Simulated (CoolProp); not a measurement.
Vapour-liquid equilibrium of toluene (1) + m-xylene (2) at 1.73 MPa; x and y are mole fractions of (1).

Computed with CoolProp (multi-fluid Helmholtz-energy mixture model, Lemmon 2006 and Zhou 2012; pair parameters Bell 2016).

```
x     bubble temperature (°C)  y at the bubble point  dew temperature at overall composition x (°C)  liquid density (mol/L)
----  -----------------------  ---------------------  ---------------------------------------------  ----------------------
0.05                    285.9                  0.067                                          286.5                     [?]
0.15                    281.7                  0.195                                          283.2                     [?]
0.25                    277.5                  0.316                                          279.8                   5.571
0.35                    273.5                  0.429                                          276.3                     [?]
0.45                    269.6                  0.533                                          272.7                     [?]
0.55                    266.0                  0.630                                          269.0                   5.919
0.65                    262.6                    [?]                                          265.2                   6.035
0.75                    259.4                  0.804                                          261.4                   6.153
0.85                    256.4                  0.884                                          257.7                   6.274
0.95                    253.7                  0.962                                          254.1                   6.400
```

### Question
Complete the blanks.

### Answer

- 0.05, liquid density (mol/L): 5.339
- 0.15, liquid density (mol/L): 5.455
- 0.35, liquid density (mol/L): 5.687
- 0.45, liquid density (mol/L): 5.803
- 0.65, y at the bubble point: 0.720

No azeotrope shows between x = 0.05 and 0.95.

The pair parameters rest on a limited set of measurements; away from them the model extrapolates.
